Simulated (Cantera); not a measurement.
Charge: 1 mol B2H6, 0.39 mol O2, 0.92 mol H2O, at 100000 Pa.

Cantera equilibrium calculation (NASA polynomials, part measured and part estimated; ideal gas, pure solids and liquids). Candidate condensed phases: B, B2O3, B3O3H3, H2O; 23 gas species. The feed counts by its element totals alone. Mutual solubility and eutectic melting of coexisting phases are not modelled. The tables' values for BH2 are old estimates; treat these amounts as uncertain. Gases not in the tables: B2H6 and higher boranes. Kinetics and transport are ignored.

log p: log10 of the partial pressure in bar; n: condensed amount in mol.

```tsv
T (K)	log p H2	log p HBO	log p B2O2	log p B3O3H3	log p B2O3	log p HBO2	n B(s)	n B2O3(l)
1198	0.00	-4.24	-7.17	-2.17	-8.06	-6.23	0.840	0.540
1298	0.00	(withheld)	(withheld)	-2.16	(withheld)	(withheld)	0.839	0.539
1398	0.00	(withheld)	(withheld)	-2.16	(withheld)	(withheld)	0.838	0.538
1498	0.00	-2.46	-4.04	-2.17	-4.68	-4.06	0.835	0.535
1598	-0.01	-2.02	-3.27	-2.18	-3.85	-3.53	0.827	0.525
1698	-0.01	-1.64	-2.59	-2.20	-3.12	-3.07	0.805	0.499
1798	-0.03	-1.30	-1.99	-2.24	-2.48	-2.67	0.750	0.428
```

Q: Complete the blanks.

A: 
- 1398, log p HBO: -2.96
- 1398, log p B2O2: -4.92
- 1398, log p B2O3: -5.64
- 1398, log p HBO2: -4.67
- 1298, log p HBO: -3.55
- 1298, log p B2O2: -5.96
- 1298, log p B2O3: -6.75
- 1298, log p HBO2: -5.39
